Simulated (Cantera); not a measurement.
Gas mixture: CH4 = 0.78 (molar parts), at 5.80 bar, frozen composition.

Cantera's kinetic-theory transport with the Lennard-Jones parameters of GRI-Mech 3.0, ideal gas; thermal conductivity in the mixture-averaged form.

D: mixture-averaged diffusion coefficient of that species in the mixture.

```json
[
 {"T (K)": "400", "ρ (kg/m³)": "2.80", "cp (J/kg/K)": "2526", "μ (µPa s)": "14.4", "λ (mW/m/K)": "50.7", "Pr": "0.720", "D (cm²/s) H2O": "…", "D (cm²/s) H2": "0.211", "D (cm²/s) NH3": "0.0676"},
 {"T (K)": "500", "ρ (kg/m³)": "2.24", "cp (J/kg/K)": "2898", "μ (µPa s)": "17.1", "λ (mW/m/K)": "68.7", "Pr": "0.720", "D (cm²/s) H2O": "…", "D (cm²/s) H2": "0.308", "D (cm²/s) NH3": "0.103"},
 {"T (K)": "600", "ρ (kg/m³)": "1.87", "cp (J/kg/K)": "3287", "μ (µPa s)": "19.5", "λ (mW/m/K)": "88.6", "Pr": "0.723", "D (cm²/s) H2O": "…", "D (cm²/s) H2": "0.418", "D (cm²/s) NH3": "0.144"},
 {"T (K)": "700", "ρ (kg/m³)": "1.60", "cp (J/kg/K)": "3656", "μ (µPa s)": "21.7", "λ (mW/m/K)": "109", "Pr": "0.726", "D (cm²/s) H2O": "…", "D (cm²/s) H2": "0.541", "D (cm²/s) NH3": "0.191"},
 {"T (K)": "800", "ρ (kg/m³)": "1.40", "cp (J/kg/K)": "3989", "μ (µPa s)": "23.8", "λ (mW/m/K)": "131", "Pr": "0.726", "D (cm²/s) H2O": "…", "D (cm²/s) H2": "0.676", "D (cm²/s) NH3": "0.242"},
 {"T (K)": "900", "ρ (kg/m³)": "1.24", "cp (J/kg/K)": "4292", "μ (µPa s)": "25.8", "λ (mW/m/K)": "152", "Pr": "0.727", "D (cm²/s) H2O": "…", "D (cm²/s) H2": "0.822", "D (cm²/s) NH3": "0.298"}
]
```

Fill in the missing entries.


- 400, D (cm²/s) H2O: 0.0696
- 500, D (cm²/s) H2O: 0.107
- 600, D (cm²/s) H2O: 0.151
- 700, D (cm²/s) H2O: 0.200
- 800, D (cm²/s) H2O: 0.255
- 900, D (cm²/s) H2O: 0.315
